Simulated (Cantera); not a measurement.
Charge: 1 mol CH₃OH, 0.062 mol O₂, held at 100 Torr.

Method: chemical equilibrium by Gibbs-energy minimisation in Cantera with the NASA 1993 tables (ideal gas, pure condensed phases). Candidate condensed phases: C, C₆H₆, C₇H₈, C₈H₁₈, H₂O; 110 gas species. Kinetics and transport are ignored. All values below are at 1450 K.

Base state: H₂ 0.633, CO 0.326, H₂O 0.0340, CO₂ 0.00736, H 2.06e-5 (mole fractions); condensed: gas only.

### Question
What changes in the equilibrium state with this change: CH₃OH replaced by C₂H₂?

### Answer
| species | before | after |
|---|---|---|
| H₂ | 0.633 | 0.889 |
| CO | 0.326 | 0.110 |
| CH₄ | 3.56e-7 | 0.000348 |
| H₂O | 0.0340 | 3.26e-5 |
| CO₂ | 0.00736 | 1.70e-6 |
| H | 2.06e-5 | 2.44e-5 |
| C(graphite), mol | 0 | 1.88 |
